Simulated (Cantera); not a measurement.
Charge: 1 mol borazine, a varied amount of H2O, 2.1 mol N2, held at 1650 K and 17.0 mbar.

These are equilibrium values from Cantera (NASA tables, ideal gas, pure condensed phases), not measurements of a reactor. Candidate condensed phases: B, BN, B2O3, B3O3H3, H2O; 39 gas species. The feed counts by its element totals alone. Mutual solubility and eutectic melting of coexisting phases are not modelled. Gases not in the tables: H3BO3. Equilibrium is a limit: real reactors are often held back by kinetics, nucleation or transport.

Task: Which condensed phases are stable at each of these points (n(H2O) (mol)): 0.21, 0.37, 0.64, 1.1, 1.9, 3.3, 5.7, 9.9, 17?

Result: 
```tsv
n(H2O) (mol)	condensed phases	B condensed (%)
0.21	BN(s)	95.1
0.37	BN(s)	91.5
0.64	BN(s)	85.6
1.1	BN(s) + B2O3(l)	81.8
1.9	BN(s) + B2O3(l)	78.7
3.3	BN(s) + B2O3(l)	73.3
5.7	B2O3(l)	29.9
9.9	gas only	0.0
17	gas only	0.0
```

From 0.21 mol H2O to 0.64 mol H2O the condensed part is BN(s). From 1.1 mol H2O to 3.3 mol H2O the condensed part is BN(s) + B2O3(l). At 5.7 mol H2O the condensed part is B2O3(l). From 9.9 mol H2O to 17 mol H2O nothing is condensed.
